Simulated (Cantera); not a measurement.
## Silicon oxide and oxynitride deposition: SiH2Cl2 + NO + H2 + N2O

Charge: 1 mol SiH2Cl2, 15 mol NO, 1 mol H2, 0.84 mol N2O, at 6.70e-5 bar.

These are equilibrium values from Cantera (NASA tables, ideal gas, pure condensed phases), not measurements of a reactor. Candidate condensed phases: H2O, NH4Cl, Si, SiO2, Si2N2O, Si3N4; 47 gas species. The tables hold silica as quartz up to 1696 K and as liquid above; real silica turns to tridymite and cristobalite and melts near 1996 K. The numbers say what is thermodynamically allowed, not how fast it happens.

From 1400 K to 1625 K the condensed part is SiO2(β-quartz).

```
T (K)   x N2   x O2   x HCl   x H2O    x Cl      x OH      x NO  n SiO2(β-quartz)
-----  -----  -----  ------  ------  ------  --------  --------  ----------------
1400   0.467  0.355  0.0934  0.0652  0.0186  0.000313  0.000725              1.00
1425   0.467  0.354  0.0912  0.0662  0.0208  0.000403  0.000831              1.00
1450   0.466  0.353  0.0888  0.0673  0.0231  0.000515  0.000947              1.00
1475   0.466  0.352  0.0864  0.0683  0.0255  0.000652   0.00108              1.00
1500   0.466  0.351  0.0838  0.0694  0.0279  0.000819   0.00122             1.000
1525   0.465  0.350  0.0812  0.0705  0.0304   0.00102   0.00137             1.000
1550   0.465  0.349  0.0786  0.0716  0.0330   0.00127   0.00153             1.000
1575   0.464  0.347  0.0759  0.0727  0.0356   0.00156   0.00171             1.000
1600   0.464  0.346  0.0732  0.0737  0.0382   0.00190   0.00191             1.000
1625   0.463  0.345  0.0705  0.0747  0.0408   0.00231   0.00211             1.000
```
x: gas mole fraction; n: condensed amount in mol.
